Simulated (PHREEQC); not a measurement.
0.25 g of hydrous ferric oxide (600 m²/g; 0.2 weak and 0.005 strong sites per Fe, Dzombak-Morel constants, diffuse double layer) in 1 kg of water with 0.1 mol/kgw of an inert sodium salt and 0.082 mmol/kgw ZnSO4 and 0.008 mmol/kgw NaF, at 25 °C; the pH is set by adding NaOH or the inert anion's acid. Oxygen is held at 0.21 atm. CO2 from the air is kept out. No solid was allowed to form.

Equilibrium calculation in PHREEQC: ion-association model, wateq4f.dat.

```csv
pH,S sorbed (%),Zn sorbed (%),F sorbed (%),surface charge σ (C/m²),surface potential ψ (mV)
4,93.1,0.0,58.5,0.237,131
4.67,87.1,0.5,52.2,0.192,120
5.33,70.1,5.4,40.3,0.140,105
6,40.4,17.9,27.4,0.097,87
6.67,14.1,45.4,15.7,0.064,68
7.33,3.1,86.8,7.2,0.039,47
8,0.3,98.7,2.4,0.014,19
8.67,0.0,99.8,0.7,-0.009,-12
9.33,0.0,99.9,0.2,-0.035,-43
10,0.0,99.8,0.1,-0.071,-72
10.67,0.0,99.4,0.0,-0.121,-97
11.33,0.0,96.8,0.0,-0.180,-117
12,0.0,66.1,0.0,-0.258,-132
```
